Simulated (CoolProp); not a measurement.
Vapour-liquid equilibrium of trans-2-butene (1) + acetone (2) at 299.7 K; x and y are mole fractions of (1).

Computed with CoolProp (multi-fluid Helmholtz-energy mixture model, Lemmon 2005 and Lemmon 2006; pair parameters Bell 2016).

```csv
x,"bubble pressure, mixture model (kPa)","bubble pressure, Raoult's law (kPa)","y, mixture model","y, Raoult's law"
0.05,64.34,43.48,0.506,0.283
0.2,…,75.42,…,0.652
0.35,174.6,107.4,…,0.801
0.5,196.5,139.3,…,0.882
0.65,…,171.2,0.900,0.933
0.8,224.5,203.2,0.925,0.968
0.95,…,235.1,…,0.993
```

**Question.** Fill in the missing entries.

**Answer.** 
- 0.2, bubble pressure, mixture model (kPa): 134.6
- 0.2, y, mixture model: 0.787
- 0.35, y, mixture model: 0.851
- 0.5, y, mixture model: 0.880
- 0.65, bubble pressure, mixture model (kPa): 210.8
- 0.95, bubble pressure, mixture model (kPa): 240.3
- 0.95, y, mixture model: 0.974

The largest gap from Raoult's law is +78.5 % in bubble pressure, at x = 0.2. No azeotrope shows between x = 0.05 and 0.95.

Pair parameters are fitted to limited data, so mixtures are less certain than the pure fluids. With so large a gap from Raoult's law the liquid may split in two, which this calculation doesn't test in full.
